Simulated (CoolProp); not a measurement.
R142b along the isotherm 470 K: Z from the reference equation and from simpler models built on Tc = 410.3 K, pc = 4.055 MPa, ω = 0.232; each cubic takes its own stable root.

Computed with CoolProp (reference Helmholtz-energy equation of state, Lemmon 2006). It is a short technical equation, of lower accuracy than the large ones.

| p (MPa) | phase | reference | van der Waals | Redlich-Kwong | Soave-Redlich-Kwong |
|---|---|---|---|---|---|
| 0.0641 | gas | 0.9966 | 0.9966 | 0.9964 | 0.9966 |
| 0.0998 | gas | 0.9946 | 0.9948 | 0.9944 | 0.9947 |
| 0.155 | gas | 0.9917 | 0.9918 | 0.9912 | 0.9918 |
| 0.242 | gas | 0.9870 | 0.9872 | 0.9863 | 0.9872 |
| 0.377 | gas | 0.9796 | 0.9800 | 0.9785 | 0.9800 |
| 0.587 | gas | 0.9681 | 0.9685 | 0.9664 | 0.9688 |
| 0.914 | gas | 0.9498 | 0.9503 | 0.9472 | 0.9511 |
| 1.42 | gas | 0.9208 | 0.9211 | 0.9168 | 0.9231 |
| 2.22 | gas | 0.8731 | 0.8717 | 0.8667 | 0.8776 |
| 3.45 | gas | 0.7944 | 0.7860 | 0.7843 | 0.8043 |
| 5.37 | supercritical | 0.6591 | 0.6148 | 0.6417 | 0.6843 |
| 8.36 | supercritical | 0.4865 | 0.4944 | 0.4961 | 0.5536 |
| 13 | supercritical | 0.5089 | 0.6241 | 0.5537 | 0.5879 |
| 20.3 | supercritical | 0.6707 | 0.8623 | 0.7208 | 0.7460 |
